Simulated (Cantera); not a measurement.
A closed system holds: 1 mol Si2H6, 0.91 mol H2O, 8.9 mol N2O, held at 750 Torr.

Method: chemical equilibrium by Gibbs-energy minimisation in Cantera with the NASA 1993 tables (ideal gas, pure condensed phases). Candidate condensed phases: H2O, Si, SiO2, Si2N2O, Si3N4; 35 gas species. The feed counts by its element totals alone. The numbers say what is thermodynamically allowed, not how fast it happens.

Task: At 898 K, list the 3 most abundant gas species with their mole fractions, and the condensed phases.

Result: N2 0.647, H2O 0.284, O2 0.0690. Condensed: SiO2(β-quartz).
